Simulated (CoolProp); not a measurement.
Properties of fluorine at several states (Tc = 144.4 K, pc = 52.40 bar, ω = 0.045).

Model: reference Helmholtz-energy equation of state, de Reuck 1990, in CoolProp.

| T (K) | p (bar) | phase | density (kg/m³) | cp (kJ/(kg K)) | Joule-Thomson coefficient (K/MPa) | isothermal compressibility (1/MPa) | fugacity coefficient |
|---|---|---|---|---|---|---|---|
| 226.6 | 117 | supercritical | 273.5 | 1.148 | 2.342 | 0.09428 | 0.8549 |
| 201.5 | 6.02 | gas | 13.83 | 0.8005 | 4.074 | 1.683 | 0.9873 |
| 215.9 | 0.125 | gas | 0.2646 | 0.7873 | 3.537 | 80.02 | 0.9998 |
| 234 | 0.47 | gas | 0.9184 | 0.7952 | 3.022 | 21.29 | 0.9994 |
| 160.5 | 0.509 | gas | 1.453 | 0.7743 | 6.460 | 19.69 | 0.9977 |
